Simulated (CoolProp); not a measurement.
The fluid at 457.69 K and 0.187 MPa expands adiabatically to 0.0182 MPa with isentropic efficiency 0.9. The same conditions are run with several fluids, on thermodynamics alone (safety and materials aside).

The numbers come from the reference Helmholtz-energy equation of state of each fluid (cyclopropane: Polt 1992; hydrogen sulfide: Lemmon 2006; sulfur hexafluoride: Guder 2009; oxygen: Schmidt 1985; normal hydrogen: Leachman 2009) in CoolProp. The equations of Platzer and Polt are older, rougher fits.

```
fluid                work (kJ/kg)  final temperature (K)  final density (kg/m³)
-------------------  ------------  ---------------------  ---------------------
cyclopropane                  ___                    ___                    ___
hydrogen sulfide              180                  282.4                    ___
sulfur hexafluoride          50.3                    ___                  0.808
oxygen                        ___                  260.6                  0.269
normal hydrogen              2890                  257.0                 0.0172
```

Problem. Complete the blanks.

Solution. 
- cyclopropane, work (kJ/kg): 168
- cyclopropane, final temperature (K): 367.5
- cyclopropane, final density (kg/m³): 0.251
- hydrogen sulfide, final density (kg/m³): 0.265
- sulfur hexafluoride, final temperature (K): 396.0
- oxygen, work (kJ/kg): 184

Above 300 K oxygen's equation is extrapolated.
